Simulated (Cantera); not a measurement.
Hydrocarbon pyrolysis for carbon deposition

An isothermal, constant-pressure homogeneous reactor starts with CH4 : N2 = 1 : 1.7 (molar parts), at 1775 K and 0.0133 bar.

Detailed kinetics in Cantera: GRI-Mech 3.0 (53 species, 325 reactions). GRI-Mech 3.0 stops at C3 and has no aromatics, soot or wall deposition, so with more carbon than oxygen in the feed, carbon stays in small species such as C2H2 where larger ones or solid carbon would form. Radical loss at walls, strong at low pressure, is not modelled.

```json
[
 {"t (s)": "0.000500", "x CH4": "0.370", "x C2H2": "2.75e-9", "x C2H6": "6.35e-8", "x C2H": "<1e-12", "x HCN": "<1e-12", "x CH2": "1.03e-8", "x H": "1.45e-6"},
 {"t (s)": "0.00139", "x CH4": "0.369", "x C2H2": "1.98e-7", "x C2H6": "1.00e-6", "x C2H": "1.47e-12", "x HCN": "1.78e-12", "x CH2": "7.51e-8", "x H": "1.79e-6"},
 {"t (s)": "0.00387", "x CH4": "0.367", "x C2H2": "1.37e-5", "x C2H6": "1.14e-5", "x C2H": "2.29e-10", "x HCN": "2.82e-11", "x CH2": "5.16e-7", "x H": "4.57e-6"},
 {"t (s)": "0.0108", "x CH4": "0.349", "x C2H2": "0.00102", "x C2H6": "8.72e-5", "x C2H": "1.54e-8", "x HCN": "1.55e-9", "x CH2": "2.91e-6", "x H": "3.22e-5"},
 {"t (s)": "0.0300", "x CH4": "0.217", "x C2H2": "0.0382", "x C2H6": "0.000157", "x C2H": "5.30e-7", "x HCN": "1.08e-7", "x CH2": "6.32e-6", "x H": "0.000269"},
 {"t (s)": "0.0834", "x CH4": "0.0857", "x C2H2": "0.101", "x C2H6": "3.21e-5", "x C2H": "1.38e-6", "x HCN": "7.39e-7", "x CH2": "3.80e-6", "x H": "0.000538"},
 {"t (s)": "0.232", "x CH4": "0.0280", "x C2H2": "0.124", "x C2H6": "4.65e-6", "x C2H": "2.04e-6", "x HCN": "2.20e-6", "x CH2": "2.22e-6", "x H": "0.000782"},
 {"t (s)": "0.646", "x CH4": "0.00664", "x C2H2": "0.132", "x C2H6": "4.15e-7", "x C2H": "3.01e-6", "x HCN": "5.26e-6", "x CH2": "1.15e-6", "x H": "0.00115"},
 {"t (s)": "1.80", "x CH4": "0.00133", "x C2H2": "0.134", "x C2H6": "2.35e-8", "x C2H": "3.98e-6", "x HCN": "1.10e-5", "x CH2": "4.12e-7", "x H": "0.00152"},
 {"t (s)": "5.00", "x CH4": "0.000352", "x C2H2": "0.135", "x C2H6": "1.79e-9", "x C2H": "4.19e-6", "x HCN": "1.74e-5", "x CH2": "1.22e-7", "x H": "0.00160"},
 {"t (s)": "13.9", "x CH4": "0.000131", "x C2H2": "0.135", "x C2H6": "2.93e-10", "x C2H": "4.21e-6", "x HCN": "2.34e-5", "x CH2": "4.59e-8", "x H": "0.00160"},
 {"t (s)": "38.7", "x CH4": "8.72e-5", "x C2H2": "0.135", "x C2H6": "1.59e-10", "x C2H": "4.21e-6", "x HCN": "3.18e-5", "x CH2": "3.06e-8", "x H": "0.00161"},
 {"t (s)": "108", "x CH4": "8.54e-5", "x C2H2": "0.135", "x C2H6": "1.55e-10", "x C2H": "4.21e-6", "x HCN": "5.21e-5", "x CH2": "3.00e-8", "x H": "0.00161"},
 {"t (s)": "300", "x CH4": "8.54e-5", "x C2H2": "0.135", "x C2H6": "1.55e-10", "x C2H": "4.21e-6", "x HCN": "0.000108", "x CH2": "3.00e-8", "x H": "0.00161"}
]
```
x: mole fraction; the columns are a selection and need not sum to one.

Equilibrium at this temperature and pressure: CH4 6.76e-5, C2H2 0.0803, C2H6 9.54e-11, C2H 2.51e-6, HCN 0.109, CH2 2.37e-8, H 0.00161 (gas phase only).
